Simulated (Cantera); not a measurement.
Source: NASA polynomial tables (part measured, part estimated), evaluated in Cantera. Values are per mole of reaction as written; species without (g) are pure solids or liquids, kept so even where they would boil at 1 bar.

2 Ti + 2 OH(g) + 4 Cl(g) = H₂(g) + 2 TiOCl₂(g)

```tsv
T (K)	ΔH° (kJ)	ΔS° (J/K)	ΔG° (kJ)	log10 K	condensed phases
300	-1655.1	-317.1	-1559.9	271.60	Ti(α)
1150	?	?	?	?	Ti(α)
1225	-1682.7	-353.7	-1249.4	53.27	Ti(β)
1300	-1683.8	-354.6	-1222.8	49.13	Ti(β)
1375	-1685.0	-355.5	-1196.2	45.44	Ti(β)
1450	-1686.5	-356.5	-1169.5	42.13	Ti(β)
1525	-1688.0	-357.6	-1142.8	39.14	Ti(β)
1600	-1689.8	-358.7	-1115.9	36.43	Ti(β)
1675	?	?	?	?	Ti(β)
1750	-1693.7	-361.0	-1061.9	31.70	Ti(β)
1825	?	?	?	?	Ti(β)
1900	-1698.5	-363.6	-1007.6	27.70	Ti(β)
```

**Question.** Some entries are withheld; supply them.

**Answer.** 
- 1150, ΔH° (kJ): -1673.9
- 1150, ΔS° (J/K): -346.1
- 1150, ΔG° (kJ): -1275.9
- 1150, log10 K: 57.95
- 1675, ΔH° (kJ): -1691.7
- 1675, ΔS° (J/K): -359.8
- 1675, ΔG° (kJ): -1089.0
- 1675, log10 K: 33.96
- 1825, ΔH° (kJ): -1696.0
- 1825, ΔS° (J/K): -362.3
- 1825, ΔG° (kJ): -1034.8
- 1825, log10 K: 29.62
